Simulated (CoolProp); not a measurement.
A closed Brayton cycle with carbon dioxide: compressor inlet 332.15 K and 7.9 MPa, high pressure 21.4 MPa, turbine inlet 825 K, compressor efficiency 0.8, turbine efficiency 0.93, recuperator effectiveness 0 (on enthalpy, no pinch check). Each further row changes one setting.

The numbers come from the reference Helmholtz-energy equation of state, Span 1996 in CoolProp.

```
case                           thermal efficiency (%)  net work (kJ/kg)  compressor to turbine work  compressor exit (K)  turbine exit (K)
-----------------------------  ----------------------  ----------------  --------------------------  -------------------  ----------------
as stated                                  (withheld)              73.9                        0.45                423.9             702.6
turbine inlet 775 K                        (withheld)              64.7                  (withheld)                423.9             657.1
compressor inlet 342.15 K                        13.8              68.2                  (withheld)                438.4             702.6
high pressure 18.2 MPa                           12.2              65.0                  (withheld)           (withheld)        (withheld)
recuperator effectiveness 0.5              (withheld)              73.9                        0.45                423.9             702.6
```

Problem. Fill in the missing entries.

Solution. 
- as stated, thermal efficiency (%): 14.3
- turbine inlet 775 K, thermal efficiency (%): 14.2
- turbine inlet 775 K, compressor to turbine work: 0.48
- compressor inlet 342.15 K, compressor to turbine work: 0.49
- high pressure 18.2 MPa, compressor to turbine work: 0.43
- high pressure 18.2 MPa, compressor exit (K): 408.3
- high pressure 18.2 MPa, turbine exit (K): 721.9
- recuperator effectiveness 0.5, thermal efficiency (%): 20.6
